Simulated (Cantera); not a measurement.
A closed system holds: 1 mol NaI, 0.19 mol H₂, equilibrated at 950 K and 13.3 mbar.

These are equilibrium values from Cantera (NASA tables, ideal gas, pure condensed phases), not measurements of a reactor. Candidate condensed phases: I₂, Na, NaI; 9 gas species. Gases not in the tables: NaBr and NaI dimers. Kinetics and transport are ignored.

Base state: H₂ 0.977, NaI 0.0228 (mole fractions); condensed: NaI(l).

Task: What changes in the equilibrium state with this change: temperature from 950 K to 1225 K?

Result: 
```json
[
 {"species": "NaI", "before": "0.0228", "after": "0.839"},
 {"species": "H₂", "before": "0.977", "after": "0.159"},
 {"species": "Na", "before": "5.19e-6", "after": "0.000716"},
 {"species": "I", "before": "2.63e-7", "after": "0.000421"},
 {"species": "HI", "before": "4.93e-6", "after": "0.000295"},
 {"species": "NaI(l), mol", "before": "0.996", "after": "0"}
]
```
